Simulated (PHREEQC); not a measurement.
0.013 g of hydrous ferric oxide (600 m²/g; 0.2 weak and 0.005 strong sites per Fe, Dzombak-Morel constants, diffuse double layer) in 1 kg of water with 0.1 mol/kgw of an inert sodium salt and 8.7e-05 mol/kgw NaF, at 25 °C; the pH is set by adding NaOH or the inert anion's acid. Oxygen is held at 0.21 atm. CO2 from the air is kept out. No solid was allowed to form.

Model: ion-association model, wateq4f.dat, run in PHREEQC.

```json
[
 {"pH": "4", "F sorbed (%)": "7.3", "surface charge σ (C/m²)": "0.255", "surface potential ψ (mV)": "135"},
 {"pH": "4.5", "F sorbed (%)": "6.5", "surface charge σ (C/m²)": "0.223", "surface potential ψ (mV)": "128"},
 {"pH": "5", "F sorbed (%)": "5.1", "surface charge σ (C/m²)": "0.183", "surface potential ψ (mV)": "118"},
 {"pH": "5.5", "F sorbed (%)": "3.6", "surface charge σ (C/m²)": "0.141", "surface potential ψ (mV)": "105"},
 {"pH": "6", "F sorbed (%)": "2.2", "surface charge σ (C/m²)": "0.102", "surface potential ψ (mV)": "89"},
 {"pH": "6.5", "F sorbed (%)": "1.1", "surface charge σ (C/m²)": "0.070", "surface potential ψ (mV)": "71"},
 {"pH": "7", "F sorbed (%)": "0.5", "surface charge σ (C/m²)": "0.043", "surface potential ψ (mV)": "51"},
 {"pH": "7.5", "F sorbed (%)": "0.2", "surface charge σ (C/m²)": "0.022", "surface potential ψ (mV)": "29"},
 {"pH": "8", "F sorbed (%)": "0.1", "surface charge σ (C/m²)": "0.004", "surface potential ψ (mV)": "5"},
 {"pH": "8.5", "F sorbed (%)": "0.0", "surface charge σ (C/m²)": "-0.014", "surface potential ψ (mV)": "-19"},
 {"pH": "9", "F sorbed (%)": "0.0", "surface charge σ (C/m²)": "-0.034", "surface potential ψ (mV)": "-43"},
 {"pH": "9.5", "F sorbed (%)": "0.0", "surface charge σ (C/m²)": "-0.060", "surface potential ψ (mV)": "-65"},
 {"pH": "10", "F sorbed (%)": "0.0", "surface charge σ (C/m²)": "-0.094", "surface potential ψ (mV)": "-85"}
]
```
